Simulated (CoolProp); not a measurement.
Vapour-liquid equilibrium of R22 (1) + c-C4F8 (RC318) (2) at 338.3 K; x and y are mole fractions of (1).

Values from CoolProp's multi-fluid Helmholtz-energy mixture model, Kamei 1995 and Platzer 1990; pair parameters Bell 2016. This equation is an older, rougher fit; its heat capacities, sound speeds and derivatives of the liquid may be far off and weren't checked against measurements.

```csv
x,bubble pressure (MPa),y at the bubble point,dew pressure at overall composition x (MPa),liquid density (mol/L)
0.05,1.003,0.087,…,6.732
0.125,…,…,1.030,6.980
0.2,1.271,0.364,1.091,7.226
0.275,1.449,0.480,1.164,7.473
0.35,1.638,0.573,1.252,7.723
0.425,1.822,0.645,1.358,7.980
0.5,1.993,0.702,1.486,8.250
0.575,2.147,0.749,…,8.542
0.65,2.283,0.790,1.836,8.869
0.725,2.404,0.828,2.067,9.250
0.8,2.510,…,2.317,9.713
0.875,2.603,0.909,2.532,10.29
0.95,2.676,0.959,…,…
```

### Question
Some entries are withheld; supply them.

### Answer

- 0.05, dew pressure at overall composition x (MPa): 0.9799
- 0.125, bubble pressure (MPa): 1.118
- 0.125, y at the bubble point: 0.229
- 0.575, dew pressure at overall composition x (MPa): 1.643
- 0.8, y at the bubble point: 0.866
- 0.95, dew pressure at overall composition x (MPa): 2.666
- 0.95, liquid density (mol/L): 11.00

No azeotrope shows between x = 0.05 and 0.95.

The pair parameters rest on a limited set of measurements; away from them the model extrapolates. The gap from Raoult's law changes sign with composition, which may be real or a fault of the pair parameters; it wasn't checked against measurements.
